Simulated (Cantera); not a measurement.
Cantera with NASA thermochemical tables; ideal gases at 1 bar, condensed phases pure. Values are per mole of reaction as written; species without (g) are pure solids or liquids, kept so even where they would boil at 1 bar. ZrN: taken at fixed stoichiometry.

6 ZrO2(g) + 3 N2O(g) → 5 O3(g) + 6 ZrN

| T (K) | ΔH° (kJ) | ΔS° (J/K) | ΔG° (kJ) | log10 K |
|---|---|---|---|---|
| 300 | -10.1 | -873.6 | 252.0 | -43.88 |
| 825 | 28.6 | -802.6 | 690.7 | -43.73 |
| 1025 | 46.4 | -783.3 | 849.3 | -43.28 |
| 1225 | 65.0 | -766.7 | 1004.2 | -42.82 |
| 1425 | 84.9 | -751.7 | 1156.1 | -42.38 |
| 1625 | 108.0 | -736.5 | 1304.9 | -41.94 |
| 1825 | ? | ? | ? | ? |
| 2025 | ? | ? | ? | ? |
| 2225 | ? | ? | ? | ? |
| 2425 | ? | ? | ? | ? |

Question: What belongs in the gaps?

Answer: 
- 1825, ΔH° (kJ): 135.6
- 1825, ΔS° (J/K): -720.6
- 1825, ΔG° (kJ): 1450.6
- 1825, log10 K: -41.52
- 2025, ΔH° (kJ): 168.5
- 2025, ΔS° (J/K): -703.5
- 2025, ΔG° (kJ): 1593.1
- 2025, log10 K: -41.09
- 2225, ΔH° (kJ): 207.3
- 2225, ΔS° (J/K): -685.3
- 2225, ΔG° (kJ): 1732.0
- 2225, log10 K: -40.66
- 2425, ΔH° (kJ): 252.1
- 2425, ΔS° (J/K): -666.0
- 2425, ΔG° (kJ): 1867.1
- 2425, log10 K: -40.22
